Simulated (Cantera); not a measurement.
What does this Cantera script print?

```python
import numpy as np
import cantera as ct

gas_names = """
    O2 TiO SiO TaO2
""".split()
cond_names = """
    Ti(a) Ti(b) Ti(L) Si(cr) Si(L) Ta(cr) Ta(L)
""".split()


def load(file, names, dense=False):
    # The tables refer to 1 bar. Condensed volumes are neglected.
    table = {s.name: s for s in ct.Species.list_from_file(file)}
    out = []
    for n in names:
        d = dict(table[n].input_data)
        d["thermo"] = dict(d["thermo"], **{"reference-pressure": 1e5})
        if dense:
            d["equation-of-state"] = {"model": "constant-volume", "density": "1e6 g/cm^3"}
        out.append(ct.Species.from_dict(d))
    return out


species = {s.name: s for s in load("nasa_gas.yaml", gas_names) + load("nasa_condensed.yaml", cond_names)}
# Each term lists the table entries of one substance; the one whose range holds T is used.
reactions = {
    '2 Ti + O2(g) = 2 TiO(g)':
        [(-2, ['Ti(a)', 'Ti(b)', 'Ti(L)']), (-1, ['O2']), (2, ['TiO'])],
    '2 Si + O2(g) = 2 SiO(g)':
        [(-2, ['Si(cr)', 'Si(L)']), (-1, ['O2']), (2, ['SiO'])],
    'Ta + O2(g) = TaO2(g)':
        [(-1, ['Ta(cr)', 'Ta(L)']), (-1, ['O2']), (1, ['TaO2'])],
}


def pick(names, T):
    return next(species[n] for n in names if species[n].thermo.min_temp <= T <= species[n].thermo.max_temp)


results = []
for label, terms in reactions.items():
    print(label)
    print("     T/K   dH/kJ  dS/(J/K)   dG/kJ   log10 K")
    for T in [1050, 1125, 1200, 1275, 1350, 1425, 1500]:
        used = [(nu, pick(names, T)) for nu, names in terms]
        dH = sum(nu * s.thermo.h(T) for nu, s in used) / 1e6
        dS = sum(nu * s.thermo.s(T) for nu, s in used) / 1e3
        dG = dH - T * dS / 1e3
        logK = -dG * 1e6 / (ct.gas_constant * T * np.log(10))
        results.append((label, T, dH, dS, dG, logK, [s.name for _, s in used]))
        print(f"{T:8g} {dH:8.1f} {dS:8.1f} {dG:8.1f} {logK:8.2f}")
```

Output:

```
2 Ti + O2(g) = 2 TiO(g)
     T/K   dH/kJ  dS/(J/K)   dG/kJ   log10 K
    1050     94.8    178.3    -92.4     4.60
    1125     92.1    175.8   -105.7     4.91
    1200     82.3    167.3   -118.5     5.16
    1275     81.0    166.3   -131.0     5.37
    1350     79.5    165.1   -143.4     5.55
    1425     77.9    163.9   -155.8     5.71
    1500     76.0    162.7   -168.0     5.85
2 Si + O2(g) = 2 SiO(g)
     T/K   dH/kJ  dS/(J/K)   dG/kJ   log10 K
    1050   -211.7    163.1   -382.9    19.05
    1125   -212.9    161.9   -395.1    18.34
    1200   -214.3    160.8   -407.2    17.72
    1275   -215.6    159.7   -419.2    17.17
    1350   -217.0    158.6   -431.1    16.68
    1425   -218.5    157.6   -443.0    16.24
    1500   -219.9    156.6   -454.8    15.84
Ta + O2(g) = TaO2(g)
     T/K   dH/kJ  dS/(J/K)   dG/kJ   log10 K
    1050   -206.3     24.2   -231.6    11.52
    1125   -206.8     23.7   -233.4    10.84
    1200   -207.4     23.2   -235.2    10.24
    1275   -208.0     22.7   -236.9     9.71
    1350   -208.6     22.2   -238.6     9.23
    1425   -209.2     21.8   -240.2     8.81
    1500   -209.9     21.3   -241.9     8.42
```

Source: NASA polynomial tables (part measured, part estimated), evaluated in Cantera. Condensed species are held in their standard states even where they would react or evaporate.
